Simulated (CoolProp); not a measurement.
n-decane at several states: fugacity coefficient from the reference equation and from simpler models built on Tc = 617.7 K, pc = 2.101 MPa, ω = 0.488; each cubic takes its own stable root.

Model: reference Helmholtz-energy equation of state, Lemmon 2006, in CoolProp. It is a short technical equation, of lower accuracy than the large ones.

| T (K) | p (MPa) | phase | reference |
|---|---|---|---|
| 312.7 | 0.227 | liquid | 0.002119 |
| 411.7 | 0.159 | liquid | 0.2288 |
| 370.4 | 0.0179 | liquid | 0.4739 |

**Question.** How far does each simpler model (van der Waals, Redlich-Kwong, Soave-Redlich-Kwong) lie from the reference over these 3 states: mean and median of the absolute difference, and the worst?

**Answer.** 
- van der Waals: mean 4420.4 %, median 311.9 %, worst +12840.1 % at 312.7 K and 0.227 MPa
- Redlich-Kwong: mean 469.0 %, median 210.6 %, worst +1087.8 % at 312.7 K and 0.227 MPa
- Soave-Redlich-Kwong: mean 1.3 %, median 1.5 %, worst -2.1 % at 312.7 K and 0.227 MPa

At some of these states van der Waals, Redlich-Kwong gives the other phase, because its saturation line lies elsewhere.
